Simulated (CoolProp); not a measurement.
Vapour-liquid equilibrium of propane (1) + isohexane (2) at 0.167 MPa; x and y are mole fractions of (1).

Computed with CoolProp (multi-fluid Helmholtz-energy mixture model, Lemmon 2009 and Lemmon 2006; pair parameters Bell 2016).

| x | bubble temperature, mixture model (K) | bubble temperature, Raoult's law (K) | y, mixture model | y, Raoult's law |
|---|---|---|---|---|
| 0.05 | 329.1 | 326.1 | 0.480 | 0.546 |
| 0.2 | 290.7 | 289.4 | 0.893 | 0.907 |
| 0.35 | 272.4 | 272.2 | 0.962 | 0.967 |
| 0.5 | 261.7 | 261.7 | 0.983 | 0.985 |
| 0.65 | 254.4 | 254.3 | 0.992 | 0.993 |
| 0.8 | 248.9 | 248.8 | 0.997 | 0.997 |
| 0.95 | 244.4 | 244.3 | 0.999 | 0.999 |

The largest gap from Raoult's law is +3.0 K in bubble temperature, at x = 0.05. No azeotrope shows between x = 0.05 and 0.95.

The pair parameters rest on a limited set of measurements; away from them the model extrapolates.
